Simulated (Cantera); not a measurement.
## Stirred combustor or abatement burner

A perfectly stirred reactor is fed with 18.8 % H₂, 17.1 % O₂, 64.2 % N₂, at 4.24 atm; it is adiabatic with a 475 K inlet, and is followed from long to short residence time, starting on the burning branch (τ in s: 0.4, 0.14, 0.051, 0.018, 0.0066, 0.0024, 0.00084, 0.0003, 0.00011, 3.9e-05).

Cantera simulation using the H2/O2 subset of GRI-Mech 3.0, which has no nitrogen chemistry; the numbers are that mechanism's predictions, not measurements. The hydrogen kinetics of GRI-Mech 3.0 are dated; newer H2 mechanisms differ, most at raised pressure.

```
τ (s)    T (K)      x H₂    x O₂      x OH    x HO₂       x H  x H₂O       x O
-------  -----  --------  ------  --------  -------  --------  -----  --------
0.40      1891   4.91e-5  0.0844  0.000965  1.94e-6   2.70e-6  0.206   4.22e-5
0.14      1891   6.15e-5  0.0844   0.00102  2.08e-6   3.37e-6  0.206   4.76e-5
0.051     1890   9.09e-5  0.0844   0.00115  2.42e-6   5.18e-6  0.206   6.09e-5
0.018     1888  0.000159  0.0843   0.00141  3.32e-6   1.04e-5  0.206   9.37e-5
0.0066    1885  0.000294  0.0842   0.00184  5.27e-6   2.44e-5  0.206  0.000162
0.0024    1880  0.000562  0.0841   0.00247  9.30e-6   6.27e-5  0.205  0.000303
0.00084   1869   0.00111  0.0840   0.00339  1.75e-5  0.000173  0.204  0.000596
0.00030   1851   0.00215  0.0839   0.00455  3.22e-5  0.000466  0.202   0.00115
0.00011   1820   0.00406  0.0840   0.00587  5.68e-5   0.00119  0.198   0.00213
3.9e-5    1763   0.00774  0.0848   0.00716  9.63e-5   0.00296  0.192   0.00374
```
x: mole fraction; the columns are a selection and need not sum to one.
